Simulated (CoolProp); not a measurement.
Water along the isotherm 708 K: density (kg/m³) from the reference equation and from simpler models built on Tc = 647.1 K, pc = 22060 kPa, ω = 0.344; each cubic takes its own stable root.

Values from CoolProp's reference Helmholtz-energy equation of state, Wagner 2002.

```tsv
p (kPa)	phase	reference
3680	gas	11.74
7350	gas	24.57
11000	gas	38.76
14700	gas	55.09
18400	gas	74.09
22100	supercritical	96.88
25700	supercritical	124.5
29400	supercritical	161.4
33100	supercritical	211.7
```

How far does each simpler model (ideal gas, Redlich-Kwong, Soave-Redlich-Kwong, Peng-Robinson) lie from the reference over these 9 states: mean and median of the absolute difference, and the worst?


- ideal gas: mean 25.7 %, median 24.0 %, worst -52.1 % at 708 K and 33100 kPa
- Redlich-Kwong: mean 1.9 %, median 1.8 %, worst +4.0 % at 708 K and 29400 kPa
- Soave-Redlich-Kwong: mean 3.1 %, median 1.2 %, worst -12.0 % at 708 K and 33100 kPa
- Peng-Robinson: mean 2.1 %, median 1.8 %, worst -6.7 % at 708 K and 33100 kPa
